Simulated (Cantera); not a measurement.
Cantera run:

```python
import numpy as np
import cantera as ct

gas_names = [...]  # 109 gases of nasa_gas.yaml made of C, Cl, H, Si
cond_names = """
    C(gr) C6H6(L) C7H8(L) C8H18(L),n-octa Si(cr) Si(L) SiC(b)
""".split()


# ... load() reads the species with a 1 bar reference pressure and builds the phases ...
atoms = {
    'Si(CH3)4': {'Si': 1, 'C': 4, 'H': 12},
    'HCl': {'H': 1, 'CL': 1},
    'H2': {'H': 2},
}
top_T = {'C(gr)': 4500, 'SiC(b)': 3050}  # K; cautious upper limits of use, not melting points


# ... equilibrate(T, P, feed) seeds the gas with the atoms and calls Mixture.equilibrate('TP', solver="vcs", rtol=1e-11, max_steps=5000) ...
results = []
feed = {'Si(CH3)4': 1, 'HCl': 0.034, 'H2': 1.6}  # mol
P = 4800  # Pa
for T in [1448, 1548, 1648, 1748, 1848, 1948, 2048, 2148, 2248, 2348, 2448, 2548]:
    mix = equilibrate(T, P, feed)
    results.append((T, P, feed, dict(zip(mix.species_names, mix.species_moles))))

top = {s: max(r[3][s] / sum(r[3][g] for g in gas_names) for r in results) for s in gas_names}
cols = sorted((s for s in top if top[s] > 0.001), key=lambda s: -top[s])[:6]
seen = [c for c in cond_names if any(r[3].get(c, 0) > 1e-12 for r in results)]
print("log10 of partial pressures in bar; condensed amounts in mol")
print(f"{'T/K':>10s}" + "".join(f"{s[:9]:>10s}" for s in cols + seen))
for T, P, feed, n in results:
    ng = sum(n[g] for g in gas_names)
    print(f"{T:10.4g}" + "".join(f"{np.log10(max(n[s] / ng * P / 1e5, 1e-99)):10.3f}" for s in cols)
          + "".join(f"{n.get(c, 0):10.4g}" for c in seen))
```

Output:

```
log10 of partial pressures in bar; condensed amounts in mol
       T/K        H2         H        Si      SiC2 C2H2,acet      Si2C     C(gr)    SiC(b)
      1448    -1.321    -5.696   -10.763   -13.721    -6.644   -13.764     2.999         1
      1548    -1.321    -5.172    -9.556   -12.141    -6.125   -12.215     2.999         1
      1648    -1.321    -4.711    -8.498   -10.757    -5.670   -10.858     2.999         1
      1748    -1.321    -4.302    -7.562    -9.534    -5.268    -9.659     2.998         1
      1848    -1.322    -3.936    -6.728    -8.446    -4.911    -8.594     2.996    0.9999
      1948    -1.323    -3.609    -5.981    -7.472    -4.592    -7.641     2.992    0.9997
      2048    -1.326    -3.313    -5.307    -6.596    -4.305    -6.784     2.985    0.9989
      2148    -1.330    -3.045    -4.698    -5.803    -4.048    -6.009     2.975    0.9956
      2248    -1.338    -2.803    -4.143    -5.083    -3.817    -5.305     2.963    0.9838
      2348    -1.350    -2.584    -3.636    -4.425    -3.613    -4.663     2.958    0.9446
      2448    -1.373    -2.387    -3.171    -3.824    -3.436    -4.075     2.987    0.8217
      2548    -1.415    -2.217    -2.743    -3.270    -3.295    -3.535     3.118    0.4466
```

These are equilibrium values from Cantera (NASA tables, ideal gas, pure condensed phases), not measurements of a reactor. The tables' values for SiCl are old estimates; treat these amounts as uncertain. Gases not in the tables: Si2H6 and higher silanes.
